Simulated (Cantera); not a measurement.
A closed system holds: 1 mol FeS, 1.1 mol SO3, 5.9 mol H2O, at 475 °C and 6.10 bar.

These are equilibrium values from Cantera (NASA tables, ideal gas, pure condensed phases), not measurements of a reactor. Candidate condensed phases: Fe, FeO, Fe(OH)2, Fe(OH)3, FeS, FeSO4, FeS2, Fe2O3, Fe2(SO4)3, Fe3O4, H2O, H2SO4, S; 22 gas species. Equilibrium is a limit: real reactors are often held back by kinetics, nucleation or transport.

Base state: H2O 0.821, SO2 0.176, H2S 0.00238, S2 6.66e-5, S2O 3.33e-5, H2 2.34e-5 (mole fractions); condensed: FeS2(s) + Fe3O4(s).

Question: What changes in the equilibrium state with this change: pressure from 6.10 bar to 13.3 mbar?

Answer: 
| species | before | after |
|---|---|---|
| H2O | 0.821 | 0.817 |
| SO2 | 0.176 | 0.176 |
| H2S | 0.00238 | 0.00510 |
| S2 | 6.66e-5 | 0.00142 |
| H2 | 2.34e-5 | 0.000232 |
| S2O | 3.33e-5 | 7.14e-5 |
| FeS2(s), mol | 0.409 | 0.390 |
| Fe3O4(s), mol | 0.197 | 0.203 |
Gases not in the tables: S3 to S7.

Question: What changes in the equilibrium state with this change: 0.023 mol CH4 added?

Answer: 
```csv
species,before,after
H2O,0.821,0.823
SO2,0.176,0.171
CO2,0,0.00319
S2O,3.33e-5,3.24e-5
S2,6.66e-5,6.56e-5
H2,2.34e-5,2.37e-5
H2S,0.00238,0.00240
"FeS2(s), mol",0.409,0.426
"Fe3O4(s), mol",0.197,0.191
```
Further candidate phases: C, C6H6, C7H8, C8H18, Fe(CO)5.

Question: What changes in the equilibrium state with this change: temperature from 475 °C to 1600 °C?

Answer: 
```tsv
species	before	after
H2O	0.821	0.694
SO2	0.176	0.187
H2	2.34e-5	0.0590
S2	6.66e-5	0.0275
H2S	0.00238	0.0207
Fe(OH)2	<1e-9	0.000149
SH	1.57e-9	0.00213
SO	1.16e-8	0.00667
S	<1e-9	8.80e-5
FeS2(s), mol	0.409	0
Fe3O4(s), mol	0.197	0
FeO(l), mol	0	0.999
```
The tables' stoichiometric FeO is somewhat more stable than real wüstite, so its field is too wide. FeO: taken at fixed stoichiometry.
